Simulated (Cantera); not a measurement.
Input: 1 mol SiHCl3, 2.3 mol HCl, a varied amount of H2, at 0.280 bar.

These are equilibrium values from Cantera (NASA tables, ideal gas, pure condensed phases), not measurements of a reactor. Candidate condensed phases: Si; 19 gas species. The tables' values for SiCl3 are old estimates. Equilibrium is a limit: real reactors are often held back by kinetics, nucleation or transport.

Stable condensed phases, one row left out:

```
T in K \ n(H2) in mol
         6.1 9.1  14  21  31  46  69 100 160 230
   1448    A   A   A   A   A   B   B   B   B   B
   1398    A   A   A   A   A   B   B   B   B   B
   1348    A   A   A   A   A   B   B   B   B   B
   1248    A   A   A   A   A   A   B   B   B   B
   1198    A   A   A   A   A   A   B   B   B   B
   1148    A   A   A   A   A   A   A   B   B   B
   1098    A   A   A   A   A   A   A   A   B   B
   1048    A   A   A   A   A   A   A   A   A   B
    998    A   A   A   A   A   A   A   A   A   A
    948    A   A   A   A   A   A   A   A   A   A
    898    A   A   A   A   A   A   A   A   A   A
    848    A   A   A   A   A   A   A   A   A   A
```

A: gas only; B: Si.

Problem. Give the row for 1298 K.

Solution. 6.1: gas only; 9.1: gas only; 14: gas only; 21: gas only; 31: gas only; 46: Si; 69: Si; 100: Si; 160: Si; 230: Si.
